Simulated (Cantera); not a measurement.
Feed: 1 mol SiH2Cl2, 1 mol O3, at 0.240 bar.

These are equilibrium values from Cantera (NASA tables, ideal gas, pure condensed phases), not measurements of a reactor. Candidate condensed phases: H2O, Si, SiO2; 30 gas species. Rates play no part.

**Question.** Which condensed phases are stable at each of these points (T (K)): 748, 798, 848, 898, 948, 998, 1048?

**Answer.** 
```json
[
 {"T (K)": "748", "condensed phases": "SiO2(α-quartz)", "Si condensed (%)": "100.0"},
 {"T (K)": "798", "condensed phases": "SiO2(α-quartz)", "Si condensed (%)": "100.0"},
 {"T (K)": "848", "condensed phases": "SiO2(β-quartz)", "Si condensed (%)": "100.0"},
 {"T (K)": "898", "condensed phases": "SiO2(β-quartz)", "Si condensed (%)": "100.0"},
 {"T (K)": "948", "condensed phases": "SiO2(β-quartz)", "Si condensed (%)": "100.0"},
 {"T (K)": "998", "condensed phases": "SiO2(β-quartz)", "Si condensed (%)": "100.0"},
 {"T (K)": "1048", "condensed phases": "SiO2(β-quartz)", "Si condensed (%)": "100.0"}
]
```

From 748 K to 798 K the condensed part is SiO2(α-quartz). From 848 K to 1048 K the condensed part is SiO2(β-quartz).
